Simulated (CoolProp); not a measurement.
Model: reference Helmholtz-energy equation of state, Platzer 1990, in CoolProp. This equation is an older, rougher fit.

For R114, give the phase and the density (kg/m³), cp (kJ/(kg K)), expansivity (1/kK), fugacity coefficient at 442.9 K and 562 kPa.


- 442.9 K and 562 kPa: gas; density 27.4, cp 0.841, expansivity 2.68, fugacity coefficient 0.953
